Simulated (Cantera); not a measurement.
Input: 1 mol SiH4, 0.094 mol O2, 14 mol N2, held at 1725 K and 0.00133 bar.

These are equilibrium values from Cantera (NASA tables, ideal gas, pure condensed phases), not measurements of a reactor. Candidate condensed phases: H2O, Si, SiO2, Si2N2O, Si3N4; 35 gas species. The tables' values for SiN are old estimates; treat these amounts as uncertain. The numbers say what is thermodynamically allowed, not how fast it happens.

Q: What is the equilibrium state?

A: 
```json
{
  "x(N2)": "0.863",
  "x(H2)": "0.122",
  "x(SiO)": "0.0116",
  "x(H)": "0.00178",
  "x(Si)": "0.000761",
  "x(Si2N)": "2.53e-5",
  "x(SiN)": "1.44e-5",
  "x(SiH)": "1.39e-5",
  "x(Si2)": "3.63e-6",
  "n(Si(l))": "0.798 mol",
  "gas_amount": "16.22 mol"
}
```
